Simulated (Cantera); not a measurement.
**Hydrocarbon pyrolysis for carbon deposition**

A perfectly stirred reactor is fed with 9.71 % C2H6, 90.3 % N2, at 100.0 Torr; it is held at 1998 K, and followed from long to short residence time.

Detailed kinetics in Cantera: GRI-Mech 3.0 (53 species, 325 reactions). GRI-Mech 3.0 stops at C3 and has no aromatics, soot or wall deposition, so with more carbon than oxygen in the feed, carbon stays in small species such as C2H2 where larger ones or solid carbon would form.

| τ (s) | x C2H6 | x CH4 | x C2H4 | x C2H2 | x HCN | x CH2 |
|---|---|---|---|---|---|---|
| 1.4 | 6.44e-7 | 0.000886 | 1.52e-5 | 0.0794 | 0.00274 | 2.67e-6 |
| 0.44 | 2.05e-6 | 0.00157 | 2.33e-5 | 0.0796 | 0.00156 | 4.71e-6 |
| 0.13 | 6.90e-6 | 0.00284 | 5.06e-5 | 0.0792 | 0.000842 | 8.48e-6 |
| 0.040 | 2.22e-5 | 0.00490 | 0.000133 | 0.0782 | 0.000464 | 1.48e-5 |
| 0.012 | 7.24e-5 | 0.00821 | 0.000388 | 0.0762 | 0.000254 | 2.58e-5 |
| 0.0037 | 0.000227 | 0.0129 | 0.00109 | 0.0727 | 0.000141 | 4.31e-5 |
| 0.0011 | 0.000729 | 0.0189 | 0.00299 | 0.0664 | 7.71e-5 | 7.09e-5 |
x: mole fraction; the columns are a selection and need not sum to one.
